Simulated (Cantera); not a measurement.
Input: 1 mol V₂O₅, 530 mol H₂, 3.1 mol N₂, held at 2273 K and 10.0 mbar.

These are equilibrium values from Cantera (NASA tables, ideal gas, pure condensed phases), not measurements of a reactor. Candidate condensed phases: H₂O, V, VN, VO, V₂O₃, V₂O₄, V₂O₅; 28 gas species. Kinetics and transport are ignored.

Base state: H₂ 0.906, H 0.0800, N₂ 0.00556, H₂O 0.00465, VO 0.00202, VO₂ 0.00112, V 0.000456, OH 6.38e-5 (mole fractions); condensed: gas only.

What changes in the equilibrium state with this change: temperature from 2273 K to 1050 K?


| species | before | after |
|---|---|---|
| H₂ | 0.906 | 0.990 |
| N₂ | 0.00556 | 0.00581 |
| H₂O | 0.00465 | 0.00375 |
| H | 0.0800 | 8.07e-8 |
| VO | 0.00202 | <1e-9 |
| VO₂ | 0.00112 | <1e-9 |
| V | 0.000456 | <1e-9 |
| V₂O₃(s), mol | 0 | 1.00 |
Condensed phases not in the tables: the oxides between V₂O₃ and V₂O₅ other than VO₂.

What changes in the equilibrium state with this change: pressure from 10.0 mbar to 0.133 bar?


| species | before | after |
|---|---|---|
| H₂ | 0.906 | 0.965 |
| H | 0.0800 | 0.0226 |
| N₂ | 0.00556 | 0.00574 |
| VO | 0.00202 | 0.000433 |
| V | 0.000456 | 9.05e-5 |
| VO₂ | 0.00112 | 0.000260 |
| OH | 6.38e-5 | 1.95e-5 |
| H₂O | 0.00465 | 0.00537 |
| VO(l), mol | 0 | 1.58 |
VO: taken at fixed stoichiometry.

What changes in the equilibrium state with this change: pressure from 10.0 mbar to 6.10 bar?


| species | before | after |
|---|---|---|
| H₂ | 0.906 | 0.985 |
| N₂ | 0.00556 | 0.00580 |
| H₂O | 0.00465 | 0.00561 |
| H | 0.0800 | 0.00338 |
| VO | 0.00202 | 9.47e-6 |
| V | 0.000456 | 1.93e-6 |
| VO₂ | 0.00112 | 5.81e-6 |
| OH | 6.38e-5 | 2.98e-6 |
| VO(l), mol | 0 | 1.99 |
VO: taken at fixed stoichiometry.
